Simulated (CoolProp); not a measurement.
A closed Brayton cycle with dry air: compressor inlet 318.15 K and 6.5 MPa, high pressure 16.4 MPa, turbine inlet 935 K, compressor efficiency 0.85, turbine efficiency 0.85, recuperator effectiveness 0.8 (on enthalpy, no pinch check). Each further row changes one setting.

The numbers come from the reference Helmholtz-energy equation of state, Lemmon 2000 in CoolProp. It is a pseudo-pure fit of the blend.

```
case                           thermal efficiency (%)  net work (kJ/kg)  compressor to turbine work  compressor exit (K)  turbine exit (K)
-----------------------------  ----------------------  ----------------  --------------------------  -------------------  ----------------
as stated                                           …              77.7                        0.60                432.6             765.8
turbine inlet 885 K                              26.7              67.3                           …                432.6             723.4
compressor inlet 328.15 K                        27.5              73.8                           …                    …             765.8
high pressure 13.9 MPa                           27.8              69.6                        0.57                409.9                 …
recuperator effectiveness 0.5                    20.5              77.7                        0.60                432.6             765.8
```

Q: What belongs in the gaps?

A: 
- as stated, thermal efficiency (%): 28.6
- turbine inlet 885 K, compressor to turbine work: 0.64
- compressor inlet 328.15 K, compressor to turbine work: 0.62
- compressor inlet 328.15 K, compressor exit (K): 446.0
- high pressure 13.9 MPa, turbine exit (K): 793.5
